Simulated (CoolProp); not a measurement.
Vapour-liquid equilibrium of n-hexane (1) + ethylbenzene (2) at 297.3 K; x and y are mole fractions of (1).

Computed with CoolProp (multi-fluid Helmholtz-energy mixture model, Thol 2019 and Zhou 2012; pair parameters Bell 2016).

```
x     bubble pressure, mixture model (MPa)  bubble pressure, Raoult's law (MPa)  y, mixture model  y, Raoult's law
----  ------------------------------------  -----------------------------------  ----------------  ---------------
0.05                                     …                             0.002129             0.558            0.456
0.15                              0.005094                             0.003950             0.794            0.738
0.25                                     …                             0.005771                 …            0.842
0.35                                     …                             0.007593             0.906            0.896
0.45                               0.01074                             0.009414             0.931            0.929
0.55                               0.01231                              0.01124             0.948            0.951
0.65                                     …                              0.01306                 …            0.967
0.75                               0.01535                              0.01488                 …            0.980
0.85                                     …                              0.01670             0.985            0.989
0.95                               0.01856                              0.01852             0.995            0.997
```

Problem. What belongs in the gaps?

Solution. 
- 0.05, bubble pressure, mixture model (MPa): 0.002626
- 0.25, bubble pressure, mixture model (MPa): 0.007204
- 0.25, y, mixture model: 0.868
- 0.35, bubble pressure, mixture model (MPa): 0.009057
- 0.65, bubble pressure, mixture model (MPa): 0.01383
- 0.65, y, mixture model: 0.962
- 0.75, y, mixture model: 0.974
- 0.85, bubble pressure, mixture model (MPa): 0.01691

The largest gap from Raoult's law is +29.0 % in bubble pressure, at x = 0.15. No azeotrope shows between x = 0.05 and 0.95.

The pair parameters rest on a limited set of measurements; away from them the model extrapolates.
